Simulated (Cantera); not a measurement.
An isothermal, constant-pressure homogeneous reactor starts with CH4 : CO2 : H2 = 1 : 0.6 : 1.2 (molar parts), at 1575 K and 100.0 Torr. Integrator tolerance rtol = 1e-08.

Cantera simulation using GRI-Mech 3.0 (53 species, 325 reactions); the numbers are that mechanism's predictions, not measurements. GRI-Mech 3.0 stops at C3 and has no aromatics, soot or wall deposition, so with more carbon than oxygen in the feed, carbon stays in small species such as C2H2 where larger ones or solid carbon would form.

**Question.** What does this change do: temperature 1575 to 1273 K?

**Answer.** 
| quantity | before | after |
|---|---|---|
| x(CH4) at 200 s | 0.00610 (gas-phase equilibrium 0.00598) | 0.294 (gas-phase equilibrium 0.0804) |
| x(CO2) at 200 s | 8.11e-5 (gas-phase equilibrium 6.46e-8) | 0.0967 (gas-phase equilibrium 4.80e-7) |
| x(H2) at 200 s | 0.676 (gas-phase equilibrium 0.677) | 0.369 (gas-phase equilibrium 0.615) |
| x(OH) at 200 s | 2.92e-9 (gas-phase equilibrium 2.33e-12) | 2.11e-9 (gas-phase equilibrium <1e-12) |
| x(C2H6) at 200 s | 2.43e-7 (gas-phase equilibrium 2.38e-7) | 4.30e-5 (gas-phase equilibrium 1.24e-5) |
| x(O2) at 200 s | <1e-12 (gas-phase equilibrium <1e-12) | <1e-12 (gas-phase equilibrium <1e-12) |
